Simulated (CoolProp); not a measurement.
Values from CoolProp's reference Helmholtz-energy equation of state, Zhou 2011.

Problem. For dimethyl carbonate, give the phase and the Z, cv (kJ/(kg K)), isothermal compressibility (1/MPa) at 600 K and 1530 kPa; 600 K and 1690 kPa.

Solution. 
- 600 K and 1530 kPa: gas; Z 0.912, cv 1.78, isothermal compressibility 0.720
- 600 K and 1690 kPa: gas; Z 0.902, cv 1.78, isothermal compressibility 0.660
